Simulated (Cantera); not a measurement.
A Cantera script and its output.

```python
import numpy as np
import cantera as ct

gas = ct.Solution("gri30.yaml")
gas.TPX = 1250, 13332, {'H2': 1.1, 'O2': 1, 'N2': 3.2}
reactor = ct.IdealGasConstPressureReactor(gas, energy="off", clone=False)
net = ct.ReactorNet([reactor])
net.rtol, net.atol = 1e-08, 1e-18
show = ['H2', 'O2', 'NO', 'H', 'O']
times = np.geomspace(0.0001, 80, 10)

steps = ct.SolutionArray(gas, extra=["t"])
rows = []
print(f"{'t/s':>10s}{'T/K':>9s}{'P/Pa':>11s}" + "".join(f"{s:>11s}" for s in show))
for t in times:
    while net.time < t:
        t_next = net.step()
        steps.append(gas.state, t=t_next)
    rows.append([np.interp(t, steps.t, y) for y in (steps.T, steps.P, *steps(*show).X.T)])
    print(f"{t:10.3e}{rows[-1][0]:9.1f}{rows[-1][1]:11.4g}" + "".join(f"{x:11.3e}" for x in rows[-1][2:]))
rate = np.gradient(steps.T, steps.t)
print("integrator steps:", len(steps.t))
if steps.T.max() > steps.T[0] + 200:
    print(f"time of steepest temperature rise: {steps.t[rate.argmax()]:.4e} s")
gas.TPX = 1250, 13332, {'H2': 1.1, 'O2': 1, 'N2': 3.2}
gas.equilibrate("TP")
print(f"equilibrium (TP): T = {gas.T:.1f} K  " + "  ".join(f"{s} {gas[s].X[0]:.3e}" for s in show))
```

Output:

```
       t/s      T/K       P/Pa         H2         O2         NO          H          O
 1.000e-04   1250.0  1.333e+04  2.075e-01  1.887e-01  1.853e-15  1.125e-05  2.416e-06
 4.528e-04   1250.0  1.333e+04  1.901e-02  1.013e-01  5.924e-06  6.079e-02  2.046e-02
 2.050e-03   1250.0  1.333e+04  3.051e-03  9.470e-02  1.164e-05  2.611e-03  2.235e-03
 9.283e-03   1250.0  1.333e+04  1.011e-04  9.463e-02  1.171e-05  1.436e-05  6.993e-05
 4.203e-02   1250.0  1.333e+04  6.512e-06  9.470e-02  1.169e-05  2.716e-07  5.037e-06
 1.903e-01   1250.0  1.333e+04  8.673e-07  9.472e-02  1.171e-05  1.448e-08  7.206e-07
 8.618e-01   1250.0  1.333e+04  1.723e-07  9.473e-02  1.172e-05  1.332e-09  1.462e-07
 3.902e+00   1250.0  1.333e+04  7.443e-08  9.473e-02  1.171e-05  3.786e-10  6.132e-08
 1.767e+01   1250.0  1.333e+04  7.156e-08  9.473e-02  1.171e-05  3.565e-10  5.873e-08
 8.000e+01   1250.0  1.333e+04  7.155e-08  9.473e-02  1.171e-05  3.565e-10  5.873e-08
integrator steps: 1966
equilibrium (TP): T = 1250.0 K  H2 7.158e-08  O2 9.464e-02  NO 1.761e-04  H 3.566e-10  O 5.870e-08
```

Cantera simulation using GRI-Mech 3.0 (53 species, 325 reactions); the numbers are that mechanism's predictions, not measurements. The temperature is held fixed by assumption; the heat of reaction is taken as removed at once.
